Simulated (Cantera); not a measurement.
An isothermal plug-flow reactor at 1150 K and 7.90 bar (inlet), inlet velocity 2.9 m/s, active area per volume 1200 1/m; feed 0.425 % CH₄, 11.2 % O₂, 88.4 % N₂.

Model: Deutschmann's 1995 Pt surface mechanism with GRI-Mech 3.0 gas chemistry, integrated in Cantera. Catalytic surfaces can have several steady states; this one follows from the mechanism file's or the stated starting coverage. Mass transfer to the wall is taken as infinitely fast.

Predict: x(CH₄) at z = 0.014 m; x(O₂) at z = 0.014 m; x(H₂O) at z = 0.014 m; x(CO₂) at z = 0.014 m; x(CO) at z = 0.014 m; θ(free Pt) at the exit; θ(O*) at the exit; θ(OH*) at the exit.

x(CH₄) at z = 0.014 m: 0.00220
x(O₂) at z = 0.014 m: 0.108
x(H₂O) at z = 0.014 m: 0.00396
x(CO₂) at z = 0.014 m: 0.00193
x(CO) at z = 0.014 m: 2.89e-6
θ(free Pt) at the exit: 0.229
θ(O*) at the exit: 0.769
θ(OH*) at the exit: 0.00212
